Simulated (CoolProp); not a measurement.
n-undecane along the isotherm 506.8 K: density (kg/m³) from the reference equation and from simpler models built on Tc = 638.8 K, pc = 1.990 MPa, ω = 0.539; each cubic takes its own stable root.

Values from CoolProp's reference Helmholtz-energy equation of state, Aleksandrov 2011. It is a short technical equation, of lower accuracy than the large ones.

```csv
p (MPa),phase,reference,van der Waals,Redlich-Kwong,Soave-Redlich-Kwong,Peng-Robinson
0.00315,gas,0.1170,0.1169,0.1170,0.1170,0.1170
0.00646,gas,0.2404,0.2400,0.2401,0.2402,0.2403
0.0133,gas,0.4964,0.4951,0.4955,0.4959,0.4961
0.0273,gas,1.026,1.020,1.022,1.024,1.024
0.056,gas,2.134,2.108,2.117,___,2.127
0.115,gas,4.520,___,4.439,4.474,4.486
0.485,liquid,563.8,21.01,431.2,475.7,539.0
0.995,liquid,___,307.8,436.8,478.7,542.0
```

Task: Complete the blanks.

Result: 
- 0.056, Soave-Redlich-Kwong: 2.124
- 0.115, van der Waals: 4.400
- 0.995, reference: 565.7

At some of these states van der Waals gives the other phase, because its saturation line lies elsewhere.
